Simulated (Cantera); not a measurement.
A closed system holds: 1 mol Ti, 0.32 mol CO, 1.1 mol H₂, held at 1650 K and 2.50 bar.

Equilibrium computed with Cantera from the NASA thermochemical tables; the gas is ideal and each condensed phase is pure. Candidate condensed phases: C, C₆H₆, C₇H₈, C₈H₁₈, H₂O, Ti, TiC, TiO, TiO₂, Ti₂O₃, Ti₃O₅, Ti₄O₇; 113 gas species. Mutual solubility and eutectic melting of coexisting phases are not modelled. TiC, TiO: taken at fixed stoichiometry. Condensed phases not in the tables: solid solutions among these carbides, nitrides and lower oxides, N, O or C dissolved in the metal. Kinetics and transport are ignored.

Base state: H₂ 1.000, H 5.75e-5 (mole fractions); condensed: Ti(β) + TiC(s) + TiO(s).

What changes in the equilibrium state with this change: CO from 0.32 to 0.99 mol?


```json
[
 {"species": "H₂", "before": "1.000", "after": "0.737"},
 {"species": "CO", "before": "<1e-9", "after": "0.261"},
 {"species": "CH₄", "before": "2.21e-8", "after": "0.00102"},
 {"species": "CO₂", "before": "<1e-9", "after": "6.05e-5"},
 {"species": "H₂O", "before": "4.37e-8", "after": "0.000548"},
 {"species": "C₂H₂ (acetylene)", "before": "<1e-9", "after": "1.08e-5"},
 {"species": "Ti(β), mol", "before": "0.360", "after": "0"},
 {"species": "TiC(s), mol", "before": "0.320", "after": "0.600"},
 {"species": "TiO(s), mol", "before": "0.320", "after": "0"},
 {"species": "Ti₂O₃(s), mol", "before": "0", "after": "0.200"}
]
```
TiC: taken at fixed stoichiometry.
